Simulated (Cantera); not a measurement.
Mixture: C3H8 : O2 : N2 = 1 : 2.63 : 9.89 (molar parts), at 500000 Pa, adiabatic and at constant pressure. Ignition delay is the time to a rise of 400 K.

Detailed kinetics in Cantera: GRI-Mech 3.0 (53 species, 325 reactions). GRI-Mech 3.0 was tuned for natural gas; its chemistry of propane as a main component is partial and can be far from experiment.

Predict: delay at 1050 K; delay at 1125 K; delay at 1200 K; delay at 1275 K; delay at 1350 K; delay at 1425 K; apparent activation energy between 1275 and 1425 K.


| Quantity | Value |
|---|---|
| delay at 1050 K | 57.0 ms |
| delay at 1125 K | 12.4 ms |
| delay at 1200 K | 2.81 ms |
| delay at 1275 K | 0.708 ms |
| delay at 1350 K | 0.210 ms |
| delay at 1425 K | 75.0 µs |
| apparent activation energy between 1275 and 1425 K | 230 kJ/mol |
